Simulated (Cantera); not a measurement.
Cantera run:

```python
import numpy as np
import cantera as ct

gas_names = [...]  # 151 gases of nasa_gas.yaml made of C, H, N, O, Si
cond_names = """
    C(gr) C6H6(L) C7H8(L) C8H18(L),n-octa H2O(s) H2O(L) Si(cr) Si(L) SiC(b) SiO2(Lqz) SiO2(hqz) SiO2(L)
    Si2N2O(s) Si3N4(a)
""".split()


# ... load() reads the species with a 1 bar reference pressure and builds the phases ...
atoms = {
    'TEOS': {'Si': 1, 'C': 8, 'H': 20, 'O': 4},
    'CO2': {'C': 1, 'O': 2},
    'N2': {'N': 2},
}
top_T = {'C(gr)': 4500, 'SiC(b)': 3050, 'Si2N2O(s)': 2100, 'Si3N4(a)': 2400}  # K; cautious upper limits of use, not melting points


# ... equilibrate(T, P, feed) seeds the gas with the atoms and calls Mixture.equilibrate('TP', solver="vcs", rtol=1e-11, max_steps=5000) ...
results = []
feed = {'TEOS': 1, 'CO2': 0.11, 'N2': 3.2}  # mol
T = 1898.15  # K
P = 1000  # Pa
mix = equilibrate(T, P, feed)
results.append((T, P, feed, dict(zip(mix.species_names, mix.species_moles))))
x = sorted(zip(gas.X, gas.species_names), reverse=True)
print(f"T = {T:g} K  P = {P:g} Pa  gas = {mix.phase_moles(0):.4g} mol")
print("   x: " + "  ".join(f"{s} {v:.3e}" for v, s in x if v > 0.001))
print("   condensed (mol): " + ("  ".join(f"{mix.phase(i).name} {mix.phase_moles(i):.4g}"
      for i in range(1, mix.n_phases) if mix.phase_moles(i) > 1e-12) or "none"))
```

It prints:

```
T = 1898.15 K  P = 1000 Pa  gas = 17.47 mol
   x: H2 5.675e-01  CO 2.398e-01  N2 1.815e-01  H 5.895e-03  HCN 3.101e-03  SiO 1.741e-03
   condensed (mol): C(gr) 2.887  SiC(b) 0.9687
```

Method: chemical equilibrium by Gibbs-energy minimisation in Cantera with the NASA 1993 tables (ideal gas, pure condensed phases). The feed counts by its element totals alone.
